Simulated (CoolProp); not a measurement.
Saturation properties of R1336mzz(E).

Values from CoolProp's reference Helmholtz-energy equation of state, Akasaka 2023.

```
T (°C)  p (MPa)  liquid density (kg/m³)  vapour density (kg/m³)  enthalpy of vaporisation (kJ/kg)  liquid cp (kJ/(kg K))
------  -------  ----------------------  ----------------------  --------------------------------  ---------------------
0.25    0.07361                    1397                   5.527                             157.3                  1.215
9.55     0.1084                    1371                   7.977                             152.6                  1.224
18.95    0.1556                    1344                   11.26                             147.7                  1.236
28.25    0.2165                    1316                   15.48                             142.7                  1.248
37.55    0.2944                    1286                   20.90                             137.3                  1.263
46.85    0.3922                    1254                   27.77                             131.7                  1.281
56.25    0.5142                    1220                   36.53                             125.5                  1.303
65.55    0.6614                    1183                   47.43                             119.0                  1.330
74.85    0.8383                    1143                   61.15                             111.8                  1.365
84.15     1.049                    1099                   78.52                             103.9                  1.412
```

It boils at 7.9 °C under 1 atm.
